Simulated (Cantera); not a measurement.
A closed system holds: 1 mol Fe₃O₄, a varied amount of C, 5.8 mol H₂, at 13.0 Pa.

Points: T (K) = 923, 973, 1023, 1073, 1123, 1173, 1223, 1273, 1323, 1373, 1423, 1473, 1523, 1573; n(C) (mol) = 0.31, 0.65, 0.99, 1.3, 1.7, 2, 2.4, 2.7, 3.1, 3.4, 3.7, 4.1, 4.4.

Cantera's Mixture.equilibrate('TP', solver="vcs", rtol=1e-11, max_steps=5000) on the NASA tables stopped like this:

```
ERROR: FAILURE its = 5001!

*******************************************************************************
CanteraError thrown by MultiPhase::equilibrate:
VCS solver failed. Return code: -1
*******************************************************************************
```

Task: What got this run through?

Result: This is not unique; one that fits is The failure is numerical, not chemical. The same input converged with solver="gibbs", rtol=1e-10, max_steps=50000, and the result passed a check of the equilibrium conditions:
```
    923       0.31  Fe(a) + FeO(s)
    923       0.65  Fe(a) + FeO(s)
    923       0.99  Fe(a) + FeO(s)
    923        1.3  Fe(a) + FeO(s)
    923        1.7  Fe(a) + FeO(s)
    923          2  Fe(a) + FeO(s)
    923        2.4  Fe(a) + FeO(s)
    923        2.7  Fe(a)
    923        3.1  Fe(a)
    923        3.4  Fe(a)
    923        3.7  Fe(a)
    923        4.1  C(gr) + Fe(a)
    923        4.4  C(gr) + Fe(a)
    973       0.31  Fe(a) + FeO(s)
    973       0.65  Fe(a) + FeO(s)
    973       0.99  Fe(a) + FeO(s)
    973        1.3  Fe(a) + FeO(s)
    973        1.7  Fe(a) + FeO(s)
    973          2  Fe(a) + FeO(s)
    973        2.4  Fe(a) + FeO(s)
    973        2.7  Fe(a)
    973        3.1  Fe(a)
    973        3.4  Fe(a)
    973        3.7  Fe(a)
    973        4.1  C(gr) + Fe(a)
    973        4.4  C(gr) + Fe(a)
   1023       0.31  Fe(a) + FeO(s)
   1023       0.65  Fe(a) + FeO(s)
   1023       0.99  Fe(a) + FeO(s)
   1023        1.3  Fe(a) + FeO(s)
   1023        1.7  Fe(a) + FeO(s)
   1023          2  Fe(a) + FeO(s)
   1023        2.4  Fe(a) + FeO(s)
   1023        2.7  Fe(a)
   1023        3.1  Fe(a)
   1023        3.4  Fe(a)
   1023        3.7  Fe(a)
   1023        4.1  C(gr) + Fe(a)
   1023        4.4  C(gr) + Fe(a)
   1073       0.31  Fe(a) + FeO(s)
   1073       0.65  Fe(a) + FeO(s)
   1073       0.99  Fe(a) + FeO(s)
   1073        1.3  Fe(a) + FeO(s)
   1073        1.7  Fe(a) + FeO(s)
   1073          2  Fe(a) + FeO(s)
   1073        2.4  Fe(a) + FeO(s)
   1073        2.7  Fe(a)
   1073        3.1  Fe(a)
   1073        3.4  Fe(a)
   1073        3.7  Fe(a)
   1073        4.1  C(gr) + Fe(a)
   1073        4.4  C(gr) + Fe(a)
   1123       0.31  Fe(a) + FeO(s)
   1123       0.65  Fe(a) + FeO(s)
   1123       0.99  Fe(a) + FeO(s)
   1123        1.3  Fe(a) + FeO(s)
   1123        1.7  Fe(a) + FeO(s)
   1123          2  Fe(a) + FeO(s)
   1123        2.4  Fe(a) + FeO(s)
   1123        2.7  Fe(a)
   1123        3.1  Fe(a)
   1123        3.4  Fe(a)
   1123        3.7  Fe(a)
   1123        4.1  C(gr) + Fe(a)
   1123        4.4  C(gr) + Fe(a)
   1173       0.31  Fe(a) + FeO(s)
   1173       0.65  Fe(a) + FeO(s)
   1173       0.99  Fe(a) + FeO(s)
   1173        1.3  Fe(a) + FeO(s)
   1173        1.7  Fe(a) + FeO(s)
   1173          2  Fe(a) + FeO(s)
   1173        2.4  Fe(a)
   1173        2.7  Fe(a)
   1173        3.1  Fe(a)
   1173        3.4  Fe(a)
   1173        3.7  Fe(a)
   1173        4.1  C(gr) + Fe(a)
   1173        4.4  C(gr) + Fe(a)
   1223       0.31  Fe(c) + FeO(s)
   1223       0.65  Fe(c) + FeO(s)
   1223       0.99  Fe(c) + FeO(s)
   1223        1.3  Fe(c) + FeO(s)
   1223        1.7  Fe(c) + FeO(s)
   1223          2  Fe(c) + FeO(s)
   1223        2.4  Fe(c)
   1223        2.7  Fe(c)
   1223        3.1  Fe(c)
   1223        3.4  Fe(c)
   1223        3.7  Fe(c)
   1223        4.1  C(gr) + Fe(c)
   1223        4.4  C(gr) + Fe(c)
   1273       0.31  Fe(c) + FeO(s)
   1273       0.65  Fe(c) + FeO(s)
   1273       0.99  Fe(c) + FeO(s)
   1273        1.3  Fe(c) + FeO(s)
   1273        1.7  Fe(c) + FeO(s)
   1273          2  Fe(c) + FeO(s)
   1273        2.4  Fe(c)
   1273        2.7  Fe(c)
   1273        3.1  Fe(c)
   1273        3.4  Fe(c)
   1273        3.7  Fe(c)
   1273        4.1  C(gr) + Fe(c)
   1273        4.4  C(gr) + Fe(c)
   1323       0.31  Fe(c) + FeO(s)
   1323       0.65  Fe(c) + FeO(s)
   1323       0.99  Fe(c) + FeO(s)
   1323        1.3  Fe(c) + FeO(s)
   1323        1.7  Fe(c) + FeO(s)
   1323          2  Fe(c) + FeO(s)
   1323        2.4  Fe(c)
   1323        2.7  Fe(c)
   1323        3.1  Fe(c)
   1323        3.4  Fe(c)
   1323        3.7  Fe(c)
   1323        4.1  C(gr) + Fe(c)
   1323        4.4  C(gr) + Fe(c)
   1373       0.31  Fe(c) + FeO(s)
   1373       0.65  Fe(c) + FeO(s)
   1373       0.99  Fe(c) + FeO(s)
   1373        1.3  Fe(c) + FeO(s)
   1373        1.7  Fe(c) + FeO(s)
   1373          2  Fe(c) + FeO(s)
   1373        2.4  Fe(c)
   1373        2.7  Fe(c)
   1373        3.1  Fe(c)
   1373        3.4  Fe(c)
   1373        3.7  Fe(c)
   1373        4.1  C(gr) + Fe(c)
   1373        4.4  C(gr) + Fe(c)
   1423       0.31  Fe(c) + FeO(s)
   1423       0.65  Fe(c) + FeO(s)
   1423       0.99  Fe(c) + FeO(s)
   1423        1.3  Fe(c) + FeO(s)
   1423        1.7  Fe(c) + FeO(s)
   1423          2  Fe(c) + FeO(s)
   1423        2.4  Fe(c)
   1423        2.7  Fe(c)
   1423        3.1  Fe(c)
   1423        3.4  Fe(c)
   1423        3.7  Fe(c)
   1423        4.1  C(gr) + Fe(c)
   1423        4.4  C(gr) + Fe(c)
   1473       0.31  Fe(c) + FeO(s)
   1473       0.65  Fe(c) + FeO(s)
   1473       0.99  Fe(c) + FeO(s)
   1473        1.3  Fe(c) + FeO(s)
   1473        1.7  Fe(c) + FeO(s)
   1473          2  Fe(c) + FeO(s)
   1473        2.4  Fe(c)
   1473        2.7  Fe(c)
   1473        3.1  Fe(c)
   1473        3.4  Fe(c)
   1473        3.7  Fe(c)
   1473        4.1  C(gr) + Fe(c)
   1473        4.4  C(gr) + Fe(c)
   1523       0.31  Fe(c) + FeO(s)
   1523       0.65  Fe(c
```

The gas is ideal and each condensed phase is pure. Iron dissolves carbon and melts from about 1420 K in contact with it, which pure phases cannot show. Mutual solubility and eutectic melting of coexisting phases are not modelled. The tables' stoichiometric FeO is somewhat more stable than real wüstite, so its field is too wide. FeO: taken at fixed stoichiometry. Condensed phases not in the tables: cementite and carbon dissolved in iron.
